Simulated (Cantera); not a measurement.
# SiH₂Cl₂ + CH₄ + H₂ (silicon carbide growth)

Input: 1 mol SiH₂Cl₂, 0.12 mol CH₄, a varied amount of H₂, equilibrated at 2398 K and 0.00190 bar.

Cantera equilibrium calculation (NASA polynomials, part measured and part estimated; ideal gas, pure solids and liquids). Candidate condensed phases: C, C₆H₆, C₇H₈, C₈H₁₈, Si, SiC; 109 gas species. The tables' values for SiCl are old estimates; treat these amounts as uncertain. Equilibrium is a limit: real reactors are often held back by kinetics, nucleation or transport.

| n(H₂) (mol) | x H₂ | x H | x HCl | x Si | x Cl | x C₂H₂ (acetylene) | x SiC₂ | x SiH |
|---|---|---|---|---|---|---|---|---|
| 120 | 0.681 | 0.298 | 0.0105 | 0.00669 | 0.00328 | 0.000313 | 8.48e-5 | 7.47e-5 |
| 240 | 0.689 | 0.300 | 0.00532 | 0.00342 | 0.00165 | 0.000177 | 2.42e-5 | 3.84e-5 |
| 350 | 0.692 | 0.301 | 0.00367 | 0.00236 | 0.00114 | 0.000126 | 1.19e-5 | 2.66e-5 |
| 470 | 0.694 | 0.301 | 0.00274 | 0.00176 | 0.000848 | 9.63e-5 | 6.76e-6 | 1.99e-5 |
| 580 | 0.694 | 0.301 | 0.00222 | 0.00143 | 0.000688 | 7.90e-5 | 4.50e-6 | 1.62e-5 |
| 700 | 0.695 | 0.301 | 0.00184 | 0.00119 | 0.000570 | 6.60e-5 | 3.12e-6 | 1.34e-5 |
| 820 | 0.695 | 0.301 | 0.00158 | 0.00102 | 0.000487 | 5.67e-5 | 2.29e-6 | 1.15e-5 |
| 930 | 0.696 | 0.301 | 0.00139 | 0.000897 | 0.000430 | 5.01e-5 | 1.78e-6 | 1.01e-5 |
x: gas mole fraction; nothing condenses.

From 120 mol H₂ to 930 mol H₂ nothing is condensed. The main Si-bearing gas is Si throughout.
